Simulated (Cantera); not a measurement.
## FeCl2 + H2O + N2 (halide evaporation, hydrolysis and transport)

Charge: 1 mol FeCl2, 5.7 mol H2O, 0.81 mol N2, equilibrated at 13300 Pa.

Equilibrium computed with Cantera from the NASA thermochemical tables; the gas is ideal and each condensed phase is pure. Candidate condensed phases: Fe, FeCl2, FeCl3, FeO, Fe(OH)2, Fe(OH)3, Fe2O3, Fe3O4, H2O, NH4Cl; 37 gas species. Mutual solubility and eutectic melting of coexisting phases are not modelled. The tables' stoichiometric FeO is somewhat more stable than real wüstite, so its field is too wide. FeO: taken at fixed stoichiometry. Condensed phases not in the tables: FeOCl. Equilibrium is a limit: real reactors are often held back by kinetics, nucleation or transport.

```csv
T (K),x H2O,x HCl,x N2,x H2,x FeCl2,x Cl,n FeCl2(s),n Fe3O4(s),n FeO(s),n FeO(l)
750,0.623,0.229,0.110,0.0381,0.000104,1.09e-12,0.158,0.280,0,0
850,0.582,0.265,0.108,0.0441,0.000730,7.10e-11,0,0.331,0,0
950,0.584,0.262,0.108,0.0436,0.00222,1.82e-9,0,0.328,0,0
1050,0.592,0.256,0.108,0.0390,0.00493,2.63e-8,0,0.293,0.0837,0
1150,0.606,0.250,0.108,0.0279,0.00829,2.69e-7,0,0.210,0.308,0
1250,0.617,0.242,0.108,0.0212,0.0124,1.88e-6,0,0.159,0.430,0
1350,0.626,0.233,0.108,0.0167,0.0168,9.78e-6,0,0.125,0.497,0
1450,0.634,0.223,0.108,0.0136,0.0214,4.03e-5,0,0.102,0.532,0
1550,0.640,0.215,0.108,0.0114,0.0258,0.000138,0,0.0851,0.551,0
1650,0.646,0.206,0.108,0.00972,0.0299,0.000408,0,0.0712,0,0.562
```
x: gas mole fraction; n: condensed amount in mol.

At 750 K the condensed part is FeCl2(s) + Fe3O4(s). From 850 K to 950 K the condensed part is Fe3O4(s). From 1050 K to 1550 K the condensed part is FeO(s) + Fe3O4(s). At 1650 K the condensed part is FeO(l) + Fe3O4(s). The main Fe-bearing gas is FeCl2 throughout. The share of Fe in condensed phases is highest at 750 K (99.9 %) and lowest at 1650 K (77.5 %).
